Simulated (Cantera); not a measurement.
A closed system holds: 1 mol CaCO3, 2.7 mol H2, 9.5 mol H2O, equilibrated at 1.20 bar.

Cantera equilibrium calculation (NASA polynomials, part measured and part estimated; ideal gas, pure solids and liquids). Candidate condensed phases: C, C6H6, C7H8, C8H18, Ca, CaCO3, CaO, Ca(OH)2, H2O; 115 gas species. Equilibrium is a limit: real reactors are often held back by kinetics, nucleation or transport.

### Question
Which condensed phases are stable at each of these points (T (°C)): 252, 352, 452, 552, 652, 752, 852, 952, 1052?

### Answer
| T (°C) | condensed phases | Ca condensed (%) |
|---|---|---|
| 252 | CaCO3(calcite) + Ca(OH)2(s) | 100.0 |
| 352 | CaCO3(calcite) + Ca(OH)2(s) | 100.0 |
| 452 | CaCO3(calcite) + Ca(OH)2(s) | 100.0 |
| 552 | CaCO3(calcite) + CaO(s) | 100.0 |
| 652 | CaCO3(calcite) + CaO(s) | 100.0 |
| 752 | CaO(s) | 100.0 |
| 852 | CaO(s) | 100.0 |
| 952 | CaO(s) | 100.0 |
| 1052 | CaO(s) | 100.0 |

From 252 °C to 452 °C the condensed part is CaCO3(calcite) + Ca(OH)2(s). From 552 °C to 652 °C the condensed part is CaCO3(calcite) + CaO(s). From 752 °C to 1052 °C the condensed part is CaO(s).
